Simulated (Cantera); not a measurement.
Premixed flame

A freely propagating, adiabatic, planar premixed flame of CH₄ : C₂H₆ : C₃H₈ : O₂ : N₂ = 1 : 0.19 : 0.084 : 3.47 : 10.4 (molar parts), equivalence ratio 0.89, unburnt at 473 K and 2.30 bar; mixture-averaged transport, grid criteria slope 0.08 and curve 0.16, no radiation.

Computed with Cantera and GRI-Mech 3.0 (53 species, 325 reactions). Burning velocities carry a grid error of a few per cent, more on coarse grids.

```tsv
z (mm)	T (K)	u (m/s)	x CH₄	x C₂H₆	x C₃H₈	x NO	x HO₂	x C₂H₂
-0.431	473	0.919	0.0660	0.0125	0.00554	<1e-8	7.53e-8	<1e-8
-0.287	475	0.923	0.0658	0.0125	0.00554	<1e-8	1.30e-6	8.41e-8
-0.216	482	0.939	0.0653	0.0125	0.00553	1.03e-8	7.07e-6	5.69e-7
-0.144	538	1.05	0.0627	0.0122	0.00546	1.03e-7	5.85e-5	6.46e-6
-0.0719	950	1.90	0.0462	0.00903	0.00406	1.83e-6	0.000319	9.06e-5
-0.0359	1404	2.85	0.0268	0.00390	0.00138	4.92e-6	0.000370	0.000254
0	1825	3.74	0.00697	0.000234	3.32e-5	1.01e-5	0.000194	0.000364
0.0359	2006	4.10	0.000564	7.55e-7	1.80e-8	1.69e-5	3.89e-5	5.31e-5
0.0719	2071	4.22	2.32e-5	<1e-8	<1e-8	2.24e-5	1.89e-5	1.55e-6
0.144	2150	4.35	6.06e-8	<1e-8	<1e-8	3.08e-5	1.33e-5	<1e-8
0.287	2245	4.51	<1e-8	<1e-8	<1e-8	4.59e-5	8.87e-6	<1e-8
0.575	2336	4.66	<1e-8	<1e-8	<1e-8	7.47e-5	5.99e-6	<1e-8
1.15	2400	4.77	<1e-8	<1e-8	<1e-8	0.000126	4.82e-6	<1e-8
```
x: mole fraction of selected species; z is measured from the peak of heat release.

```
Property                      Value
------------------------  ---------
laminar burning velocity  91.8 cm/s
thermal thickness          0.144 mm
peak x(HO₂)                0.000370
peak x(C₂H₂)               0.000394
grid points                     153
```
